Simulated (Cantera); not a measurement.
Predominance diagram of V at 750 K against the partial pressures of O2 and N2 (log10, bar). Source: NASA polynomial tables (part measured, part estimated), evaluated in Cantera. Candidates: V(s), VN(s), VO(s), V2O3(s), V2O4(s), V2O5(s). Only these pure phases compete in this equilibrium. VN, VO: taken at fixed stoichiometry. Not in the tables: V3O5 to V6O13, V2N.

### Question
Which phase is stable at these pairs, and which metal-bearing vapour leads over it? (-14.2, -18.5); (-24.2, -12); (-2.8, -7.7); (-1.4, -9.8); (-11.4, -22.8); (-22.7, 1); (-25.6, -20.7)

### Answer
```
log p(O2)  log p(N2)    phase  chief vapour  log p (bar)
---------  ---------  -------  ------------  -----------
-14.2          -18.5  V2O4(s)           VO2        -23.0
-24.2            -12  V2O3(s)           VO2        -24.0
-2.8            -7.7  V2O5(s)           VO2        -24.3
-1.4            -9.8  V2O5(s)           VO2        -24.7
-11.4          -22.8  V2O4(s)           VO2        -23.0
-22.7              1  V2O3(s)           VO2        -23.6
-25.6          -20.7  V2O3(s)           VO2        -24.3
```
